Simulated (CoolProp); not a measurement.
Properties of propylene along the isobar 0.237 MPa (Tc = 91.1 °C, pc = 4.555 MPa, ω = 0.146).

Model: reference Helmholtz-energy equation of state, Lemmon 2013, in CoolProp.

```tsv
T (°C)	phase	cp (kJ/(kg K))	Joule-Thomson coefficient (K/MPa)	viscosity (µPa s)	conductivity (mW/(m K))	fugacity coefficient
-97.15	liquid	2.073	-0.5062	377	165	0.02151
-66.15	liquid	2.130	-0.4537	244	153	0.1670
-35.15	liquid	2.239	-0.3626	171	140	0.6944
-4.05	gas	1.503	24.28	7.66	14.3	0.9541
26.95	gas	1.587	17.18	8.62	17.4	0.9675
57.95	gas	1.686	12.75	9.54	20.7	0.9761
89.05	gas	1.794	9.834	10.4	24.4	0.9819
120.05	gas	1.903	7.830	11.3	28.2	0.9860
151.05	gas	2.013	6.385	12.2	32.3	0.9890
182.15	gas	2.120	5.303	13.0	36.5	0.9913
```

Viscosity comes from a separate model (Huber 2003), an estimate that may be off by 10 % or more. Thermal conductivity comes from a separate model (Huber 2003), an estimate that may be off by 10 % or more.
